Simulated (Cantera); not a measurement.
**Thermodynamics of silicon carbide growth, feed SiH2Cl2 + CH4 + H2**

Feed: 1 mol SiH2Cl2, 0.46 mol CH4, 160 mol H2, at 920 Pa.

Method: chemical equilibrium by Gibbs-energy minimisation in Cantera with the NASA 1993 tables (ideal gas, pure condensed phases). Candidate condensed phases: C, C6H6, C7H8, C8H18, Si, SiC; 109 gas species. Mutual solubility and eutectic melting of coexisting phases are not modelled. The tables' values for SiCl, SiCl3 are old estimates; treat these amounts as uncertain. Gases not in the tables: Si2H6 and higher silanes. Equilibrium is a limit: real reactors are often held back by kinetics, nucleation or transport.

From 973 K to 1673 K the condensed part is Si(s) + SiC(s). From 1773 K to 1873 K the condensed part is Si(l) + SiC(s). The main Si-bearing gas is SiCl4 at 973 K and Si at 1873 K. The share of Si in condensed phases is highest at 1173 K (94.5 %) and lowest at 1873 K (74.3 %).

```csv
T (K),x H2,x HCl,x H,x Si,x SiCl4,x SiCl2,x SiHCl3,x SiH,n Si(s),n SiC(s),n Si(l)
973,0.990,0.00845,1.12e-8,<1e-12,0.000571,0.000116,0.000377,<1e-12,0.355,0.460,0
1073,0.988,0.0112,1.45e-7,<1e-12,6.85e-5,0.000246,7.42e-5,2.66e-12,0.470,0.460,0
1173,0.988,0.0116,1.22e-6,5.38e-11,5.38e-6,0.000308,1.07e-5,9.19e-11,0.485,0.460,0
1273,0.988,0.0116,7.39e-6,1.96e-9,5.65e-7,0.000349,1.93e-6,1.80e-9,0.482,0.460,0
1373,0.988,0.0115,3.45e-5,4.22e-8,8.15e-8,0.000385,4.43e-7,2.28e-8,0.477,0.460,0
1473,0.988,0.0114,0.000131,5.95e-7,1.53e-8,0.000416,1.24e-7,2.04e-7,0.472,0.460,0
1573,0.988,0.0114,0.000421,5.98e-6,3.57e-9,0.000444,4.11e-8,1.37e-6,0.465,0.460,0
1673,0.987,0.0113,0.00118,4.54e-5,9.89e-10,0.000467,1.55e-8,7.31e-6,0.452,0.460,0
1773,0.985,0.0114,0.00294,0.000232,2.79e-10,0.000421,5.68e-9,2.72e-5,0,0.460,0.420
1873,0.980,0.0114,0.00666,0.000959,8.71e-11,0.000369,2.24e-9,8.48e-5,0,0.457,0.286
```
x: gas mole fraction; n: condensed amount in mol.
